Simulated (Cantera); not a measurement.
A Cantera script and what it prints.

```python
import numpy as np
import cantera as ct

gas_names = """
    Cu CuF CuF2 Cu2 F F2 N NF NF2 NF3 N2
""".split()
cond_names = """
    Cu(cr) Cu(L) CuF2(s) CuF2(L)
""".split()


# ... load() reads the species with a 1 bar reference pressure and builds the phases ...
atoms = {
    'CuF2': {'Cu': 1, 'F': 2},
    'N2': {'N': 2},
}
top_T = {}  # K; cautious upper limits of use, not melting points


# ... equilibrate(T, P, feed) seeds the gas with the atoms and calls Mixture.equilibrate('TP', solver="vcs", rtol=1e-11, max_steps=5000) ...
results = []
feed = {'CuF2': 1, 'N2': 8.6}  # mol
P = 10000  # Pa
for T in [1125, 1225, 1325, 1425, 1525, 1625, 1725, 1825]:
    mix = equilibrate(T, P, feed)
    results.append((T, P, feed, dict(zip(mix.species_names, mix.species_moles))))

top = {s: max(r[3][s] / sum(r[3][g] for g in gas_names) for r in results) for s in gas_names}
cols = sorted((s for s in top if top[s] > 1e-05), key=lambda s: -top[s])[:9]
seen = [c for c in cond_names if any(r[3].get(c, 0) > 1e-12 for r in results)]
print("log10 of partial pressures in bar; condensed amounts in mol")
print(f"{'T/K':>10s}" + "".join(f"{s[:9]:>10s}" for s in cols + seen))
for T, P, feed, n in results:
    ng = sum(n[g] for g in gas_names)
    print(f"{T:10.4g}" + "".join(f"{np.log10(max(n[s] / ng * P / 1e5, 1e-99)):10.3f}" for s in cols)
          + "".join(f"{n.get(c, 0):10.4g}" for c in seen))
```

It prints:

```
log10 of partial pressures in bar; condensed amounts in mol
       T/K        N2      CuF2         F       CuF   CuF2(L)
      1125    -1.001    -3.502    -6.336    -6.336    0.9728
      1225    -1.007    -2.778    -5.336    -5.336    0.8539
      1325    -1.030    -2.178    -4.494    -4.494    0.3845
      1425    -1.048    -1.988    -3.932    -3.932         0
      1525    -1.049    -1.996    -3.531    -3.531         0
      1625    -1.051    -2.013    -3.185    -3.185         0
      1725    -1.053    -2.047    -2.887    -2.887         0
      1825    -1.058    -2.104    -2.636    -2.636         0
```

Method: chemical equilibrium by Gibbs-energy minimisation in Cantera with the NASA 1993 tables (ideal gas, pure condensed phases).
